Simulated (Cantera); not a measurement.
Input: 1 mol Al(CH3)3, a varied amount of O2, 41 mol N2, equilibrated at 675 °C and 0.0133 bar.

Cantera equilibrium calculation (NASA polynomials, part measured and part estimated; ideal gas, pure solids and liquids). Candidate condensed phases: Al, AlN, Al2O3, C, C6H6, C7H8, C8H18, H2O; 148 gas species. The feed counts by its element totals alone. Kinetics and transport are ignored.

### Question
Which condensed phases are stable at each of these points (n(O2) (mol)): 0.48, 0.69, 0.98, 1.4, 2, 2.9, 4.1, 5.9, 8.4, 12?

### Answer
```
n(O2) (mol)                 condensed phases  Al condensed (%)
-----------  -------------------------------  ----------------
0.48         AlN(s) + Al2O3(s) + C(graphite)             100.0
0.69         AlN(s) + Al2O3(s) + C(graphite)             100.0
0.98                  Al2O3(s) + C(graphite)             100.0
1.4                   Al2O3(s) + C(graphite)             100.0
2                     Al2O3(s) + C(graphite)             100.0
2.9                                 Al2O3(s)             100.0
4.1                                 Al2O3(s)             100.0
5.9                                 Al2O3(s)             100.0
8.4                                 Al2O3(s)             100.0
12                                  Al2O3(s)             100.0
```

From 0.48 mol O2 to 0.69 mol O2 the condensed part is AlN(s) + Al2O3(s) + C(graphite). From 0.98 mol O2 to 2 mol O2 the condensed part is Al2O3(s) + C(graphite). From 2.9 mol O2 to 12 mol O2 the condensed part is Al2O3(s).
